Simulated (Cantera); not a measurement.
Al + O2 + N2 (aluminium nitride and oxide growth)

Charge: 1 mol Al, 9 mol O2, 5.8 mol N2, at 723.15 K and 0.00130 bar.

Method: chemical equilibrium by Gibbs-energy minimisation in Cantera with the NASA 1993 tables (ideal gas, pure condensed phases). Candidate condensed phases: Al, AlN, Al2O3; 16 gas species. Rates play no part.

| Item | Result |
|---|---|
| x(O2) | 0.587 |
| x(N2) | 0.413 |
| n(Al2O3(s)) | 0.500 mol |
| gas amount | 14.05 mol |
| log10 activity of Al(s) (absent) | -49.99 |
